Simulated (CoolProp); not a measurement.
Vapour-liquid equilibrium of propylene (1) + cyclohexane (2) at 59.45 °C; x and y are mole fractions of (1).

The numbers come from the multi-fluid Helmholtz-energy mixture model, Lemmon 2013 and Zhou 2014; pair parameters Bell 2016 in CoolProp.

Problem. Give the bubble pressure and the first vapour's composition at x = 0.425, 0.875, 0.95. Is there an azeotrope?

Solution. x = 0.425: 1.051 MPa, y = 0.958; x = 0.875: 2.097 MPa, y = 0.990; x = 0.95: 2.321 MPa, y = 0.995. No azeotrope shows between x = 0.05 and 0.95.

The pair parameters rest on a limited set of measurements; away from them the model extrapolates. The gap from Raoult's law changes sign with composition, which may be real or a fault of the pair parameters; it wasn't checked against measurements.
